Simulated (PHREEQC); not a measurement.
0.37 g of hydrous ferric oxide (600 m²/g; 0.2 weak and 0.005 strong sites per Fe, Dzombak-Morel constants, diffuse double layer) in 1 kg of water with 0.001 mol/kgw of an inert sodium salt and 1.7e-06 mol/kgw NiCl2, at 25 °C; the pH is set by adding NaOH or the inert anion's acid. O2 is buffered at 0.21 atm. No CO2 enters from the air. No solid was allowed to form.

Base run: PHREEQC, ion-association model, wateq4f.dat. Each further column changes one thing. The table gives surface potential ψ (mV).

```tsv
pH	base	background salt from 0.001 to 0.0001 mol/kgw	oxide from 0.37 to 1.9 g/kgw	0.0021 mol/kgw Na2HAsO4 added
4	209	222	205	14
4.75	180	190	178	-13
5.5	145	151	144	-42
5.88	126	130	125	-55
6.62	85	87	85	-78
7.38	42	43	42	-93
8.12	0	0	-1	-100
8.5	-22	-23	-23	-102
9.25	-65	-67	-66	-115
10	-107	-109	-107	-134
```

 The database has no arsenate complexes of Ni.
